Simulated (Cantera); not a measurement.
**Equilibrium for silicon etching in halogen gases: Si + HF**

A closed system holds: 1 mol Si, a varied amount of HF, at 475 K and 4.00 Pa.

Method: chemical equilibrium by Gibbs-energy minimisation in Cantera with the NASA 1993 tables (ideal gas, pure condensed phases). Candidate condensed phases: Si; 25 gas species. Rates play no part.

```
n(HF) (mol)      x HF   x H2  x SiF4  x SiHF3  n Si(s)
-----------  --------  -----  ------  -------  -------
1.5          4.83e-12  0.666   0.333  0.00102    0.625
3.3          4.83e-12  0.666   0.333  0.00102    0.174
5.2             0.286  0.476   0.238   <1e-12        0
7               0.500  0.333   0.167   <1e-12        0
8.9             0.620  0.253   0.127   <1e-12        0
11              0.700  0.200   0.100   <1e-12        0
13              0.750  0.167  0.0833   <1e-12        0
14              0.769  0.154  0.0769   <1e-12        0
16              0.800  0.133  0.0667   <1e-12        0
```
x: gas mole fraction; n: condensed amount in mol.

From 1.5 mol HF to 3.3 mol HF the condensed part is Si(s). From 5.2 mol HF to 16 mol HF nothing is condensed. The main Si-bearing gas is SiF4 throughout.
